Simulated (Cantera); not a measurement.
Input (Python, Cantera) and output of one run.

```python
import numpy as np
import cantera as ct

gas_names = [...]  # 113 gases of nasa_gas.yaml made of C, H, O, Ti
cond_names = """
    C(gr) C6H6(L) C7H8(L) C8H18(L),n-octa H2O(s) H2O(L) Ti(a) Ti(b) Ti(L) TiC(s) TiC(L) TiO(a) TiO(b)
    TiO(L) TiO2(ru) TiO2(L) Ti2O3(a) Ti2O3(b) Ti2O3(L) Ti3O5(a) Ti3O5(b) Ti3O5(L) Ti4O7(s) Ti4O7(L)
""".split()


# ... load() reads the species with a 1 bar reference pressure and builds the phases ...
atoms = {
    'Ti': {'Ti': 1},
    'O2': {'O': 2},
    'H2': {'H': 2},
    'CH4': {'C': 1, 'H': 4},
}
top_T = {'C(gr)': 4500}  # K; cautious upper limits of use, not melting points


# ... equilibrate(T, P, feed) seeds the gas with the atoms and calls Mixture.equilibrate('TP', solver="vcs", rtol=1e-11, max_steps=5000) ...
results = []
feed = {'Ti': 1, 'O2': 6.8, 'H2': 15, 'CH4': 1.5}  # mol
T = 1948.15  # K
P = 10  # Pa
mix = equilibrate(T, P, feed)
results.append((T, P, feed, dict(zip(mix.species_names, mix.species_moles))))
x = sorted(zip(gas.X, gas.species_names), reverse=True)
print(f"T = {T:g} K  P = {P:g} Pa  gas = {mix.phase_moles(0):.4g} mol")
print("   x: " + "  ".join(f"{s} {v:.3e}" for v, s in x if v > 0.001))
print("   condensed (mol): " + ("  ".join(f"{mix.phase(i).name} {mix.phase_moles(i):.4g}"
      for i in range(1, mix.n_phases) if mix.phase_moles(i) > 1e-12) or "none"))
```

Result:

```
T = 1948.15 K  P = 10 Pa  gas = 20.34 mol
   x: H2O 4.702e-01  H2 3.763e-01  H 6.939e-02  CO 5.742e-02  CO2 1.634e-02  OH 7.847e-03  O 1.072e-03
   condensed (mol): TiO2(ru) 0.9832
```

Cantera equilibrium calculation (NASA polynomials, part measured and part estimated; ideal gas, pure solids and liquids).
